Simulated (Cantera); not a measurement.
**Equilibrium for carbon deposition, reforming and gasification: CH4 + H2 + N2**

Feed: 1 mol CH4, 1.5 mol H2, 1.3 mol N2, at 2475 K and 1.00 bar.

Method: chemical equilibrium by Gibbs-energy minimisation in Cantera with the NASA 1993 tables (ideal gas, pure condensed phases). Candidate condensed phases: C, C6H6, C7H8, C8H18; 92 gas species. Equilibrium is a limit: real reactors are often held back by kinetics, nucleation or transport.

```json
{
  "x(H2)": "0.691",
  "x(N2)": "0.253",
  "x(HCN)": "0.0278",
  "x(H)": "0.0187",
  "x(C2H2 (acetylene))": "0.00672",
  "x(HNC)": "0.00316",
  "x(CH4)": "7.45e-5",
  "x(CN)": "4.20e-5",
  "x(CH3)": "3.65e-5",
  "n(C(graphite))": "0.783 mol",
  "gas_amount": "4.845 mol"
}
```
